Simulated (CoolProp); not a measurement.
Sulfur dioxide at several states: fugacity coefficient from the reference equation and from simpler models built on Tc = 430.6 K, pc = 7.887 MPa, ω = 0.256; each cubic takes its own stable root.

The numbers come from the reference Helmholtz-energy equation of state, Gao 2016 in CoolProp.

```
T (K)  p (MPa)   phase  reference  van der Waals  Redlich-Kwong
-----  -------  ------  ---------  -------------  -------------
258.3   0.0223     gas     0.9936         0.9973         0.9961
380.1     2.97     gas          ?         0.8496              ?
321.2    0.848  liquid          ?         0.9366              ?
386.4     0.07     gas     0.9955         0.9966         0.9959
```

**Question.** Some entries are withheld; supply them.

**Answer.** 
- 380.1, reference: 0.7992
- 380.1, Redlich-Kwong: 0.8200
- 321.2, reference: 0.8472
- 321.2, Redlich-Kwong: 0.9173

At some of these states van der Waals, Redlich-Kwong gives the other phase, because its saturation line lies elsewhere.
